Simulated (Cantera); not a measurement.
Charge: 1 mol Si2H6, a varied amount of NO, 5.5 mol N2, held at 873.15 K and 13300 Pa.

Method: chemical equilibrium by Gibbs-energy minimisation in Cantera with the NASA 1993 tables (ideal gas, pure condensed phases). Candidate condensed phases: H2O, Si, SiO2, Si2N2O, Si3N4; 35 gas species. The feed counts by its element totals alone. Kinetics and transport are ignored.

Q: At 9.5 mol NO, list the 3 most abundant gas species with their mole fractions, and the condensed phases.

A: N2 0.707, H2O 0.207, O2 0.0862. Condensed: SiO2(β-quartz).
